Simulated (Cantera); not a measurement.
Charge: 1 mol CH3OH, 0.1 mol CO2, at 2075 K and 89.0 Pa.

Cantera equilibrium calculation (NASA polynomials, part measured and part estimated; ideal gas, pure solids and liquids). Candidate condensed phases: C, C6H6, C7H8, C8H18, H2O; 110 gas species. Equilibrium is a limit: real reactors are often held back by kinetics, nucleation or transport.

Base state: H2 0.562, CO 0.339, H 0.0670, H2O 0.0274, CO2 0.00340, OH 0.000372, O 3.18e-5 (mole fractions); condensed: gas only.

Question: What changes in the equilibrium state with this change: temperature from 2075 K to 825 K?

Answer: 
| species | before | after |
|---|---|---|
| H2 | 0.562 | 0.634 |
| CO | 0.339 | 0.334 |
| CO2 | 0.00340 | 0.0211 |
| H | 0.0670 | <1e-9 |
| H2O | 0.0274 | 0.0112 |
| OH | 0.000372 | <1e-9 |
| CH4 | <1e-9 | 6.85e-5 |
| O | 3.18e-5 | <1e-9 |
